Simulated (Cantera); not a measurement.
Mixture: CH₄ : O₂ : N₂ : H₂ = 1 : 1.43 : 3.71 : 0.017 (molar parts), equivalence ratio 1.4, at 0.350 bar, adiabatic and at constant pressure. Ignition delay is the time to a rise of 400 K.

Model: GRI-Mech 3.0 (53 species, 325 reactions), integrated in Cantera.

Task: Predict: delay at 1125 K; delay at 1175 K; delay at 1225 K; delay at 1275 K; delay at 1325 K; delay at 1375 K; apparent activation energy between 1275 and 1375 K.

Result: 
| Item | Result |
|---|---|
| delay at 1125 K | 0.236 s |
| delay at 1175 K | 0.111 s |
| delay at 1225 K | 53.8 ms |
| delay at 1275 K | 27.1 ms |
| delay at 1325 K | 14.2 ms |
| delay at 1375 K | 7.75 ms |
| apparent activation energy between 1275 and 1375 K | 180 kJ/mol |
